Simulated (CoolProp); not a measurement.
Saturation properties of acetone (Tc = 508.1 K, pc = 4.692 MPa, ω = 0.307).

Values from CoolProp's reference Helmholtz-energy equation of state, Lemmon 2006. It is a short technical equation, of lower accuracy than the large ones.

```tsv
T (K)	p (MPa)	liquid density (kg/m³)	liquid cp (kJ/(kg K))	surface tension (mN/m)
336.9	0.1308	739.8	2.254	17.9
352.3	0.2102	720.9	2.307	16.1
367.7	0.3229	701.1	2.367	14.2
383.1	0.4773	680.3	2.434	12.4
398.6	0.6840	658.0	2.511	10.7
414	0.9506	634.3	2.602	8.95
429.4	1.289	608.5	2.714	7.28
444.8	1.712	579.9	2.860	5.65
460.2	2.232	547.4	3.070	4.09
475.6	2.867	508.8	3.432	2.61
491	3.638	458.7	4.346	1.24
```

It boils at 329.2 K under 1 atm.

Surface tension comes from a separate correlation (Mulero 2012).
